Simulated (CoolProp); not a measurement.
R152A along the isobar 54.9 bar: density (kg/m³) from the reference equation and from simpler models built on Tc = 113.3 °C, pc = 45.17 bar, ω = 0.275; each cubic takes its own stable root.

Model: reference Helmholtz-energy equation of state, Outcalt 1996, in CoolProp. It is a modified Benedict-Webb-Rubin equation, recast in Helmholtz form.

```json
[
 {"T (°C)": "-0.25", "phase": "liquid", "reference": "972.4", "van der Waals": "548.3", "Redlich-Kwong": "783.2", "Peng-Robinson": "917.9"},
 {"T (°C)": "20.35", "phase": "liquid", "reference": "927.1", "van der Waals": "526.3", "Redlich-Kwong": "741.9", "Peng-Robinson": "872.9"},
 {"T (°C)": "41.05", "phase": "liquid", "reference": "877.2", "van der Waals": "501.6", "Redlich-Kwong": "695.4", "Peng-Robinson": "819.9"},
 {"T (°C)": "61.65", "phase": "liquid", "reference": "820.9", "van der Waals": "473.5", "Redlich-Kwong": "642.2", "Peng-Robinson": "756.6"},
 {"T (°C)": "82.35", "phase": "liquid", "reference": "752.6", "van der Waals": "439.7", "Redlich-Kwong": "578.2", "Peng-Robinson": "676.4"},
 {"T (°C)": "102.95", "phase": "liquid", "reference": "658.9", "van der Waals": "395.8", "Redlich-Kwong": "494.6", "Peng-Robinson": "565.4"},
 {"T (°C)": "123.65", "phase": "supercritical", "reference": "385.1", "van der Waals": "323.0", "Redlich-Kwong": "341.3", "Peng-Robinson": "331.6"},
 {"T (°C)": "144.25", "phase": "supercritical", "reference": "185.3", "van der Waals": "195.1", "Redlich-Kwong": "187.2", "Peng-Robinson": "183.5"},
 {"T (°C)": "164.95", "phase": "supercritical", "reference": "148.5", "van der Waals": "154.9", "Redlich-Kwong": "151.0", "Peng-Robinson": "148.4"},
 {"T (°C)": "185.55", "phase": "supercritical", "reference": "128.9", "van der Waals": "134.7", "Redlich-Kwong": "131.5", "Peng-Robinson": "129.1"},
 {"T (°C)": "206.25", "phase": "supercritical", "reference": "115.7", "van der Waals": "121.1", "Redlich-Kwong": "118.3", "Peng-Robinson": "115.9"},
 {"T (°C)": "226.85", "phase": "supercritical", "reference": "105.9", "van der Waals": "111.0", "Redlich-Kwong": "108.4", "Peng-Robinson": "106.1"}
]
```
